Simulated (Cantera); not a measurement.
Input: 1 mol Si, 1.9 mol HCl, 0.43 mol N2, 3.4 mol F2, equilibrated at 1327 °C and 0.0825 Torr.

Method: chemical equilibrium by Gibbs-energy minimisation in Cantera with the NASA 1993 tables (ideal gas, pure condensed phases). Candidate condensed phases: NH4Cl, Si, Si3N4; 49 gas species. Rates play no part.

Base state: HF 0.310, Cl 0.308, SiF4 0.163, F 0.146, N2 0.0703, Cl2 0.000863, ClF 0.000844, HCl 4.46e-5 (mole fractions); condensed: gas only.

Task: What changes in the equilibrium state with this change: temperature from 1327 °C to 802 °C?

Result: 
| species | before | after |
|---|---|---|
| HF | 0.310 | 0.391 |
| SiF4 | 0.163 | 0.206 |
| ClF | 0.000844 | 0.165 |
| Cl | 0.308 | 0.0327 |
| F | 0.146 | 0.0201 |
| Cl2 | 0.000863 | 0.0966 |
| N2 | 0.0703 | 0.0885 |
| HCl | 4.46e-5 | 2.70e-7 |
